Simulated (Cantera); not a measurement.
Feed: 1 mol SiO2, 8.6 mol Cl2, 2.1 mol O2, at 6.60 mbar.

Method: chemical equilibrium by Gibbs-energy minimisation in Cantera with the NASA 1993 tables (ideal gas, pure condensed phases). Candidate condensed phases: Si, SiO2; 15 gas species. The tables hold silica as quartz up to 1696 K and as liquid above; real silica turns to tridymite and cristobalite and melts near 1996 K. Equilibrium is a limit: real reactors are often held back by kinetics, nucleation or transport.

x: gas mole fraction; n: condensed amount in mol.

```
T (°C)  x Cl2      x Cl   x O2     x ClO  n SiO2(α-quartz)  n SiO2(β-quartz)
------  -----  --------  -----  --------  ----------------  ----------------
552     0.804  0.000181  0.196   7.17e-7              1.00                 0
652     0.803         …  0.196         …                 0              1.00
752     0.798   0.00615  0.196   1.29e-5                 0              1.00
852     0.784         …  0.194         …                 0              1.00
952     0.745    0.0649  0.190   8.62e-5                 0              1.00
1052    0.664     0.155  0.181  0.000169                 0             1.000
1152    0.527     0.307  0.166  0.000276                 0             1.000
1252    0.350     0.502  0.147  0.000373                 0             1.000
```

**Question.** Fill in the missing entries.

**Answer.** 
- 852, x Cl: 0.0224
- 852, x ClO: 3.67e-5
- 652, x Cl: 0.00128
- 652, x ClO: 3.56e-6
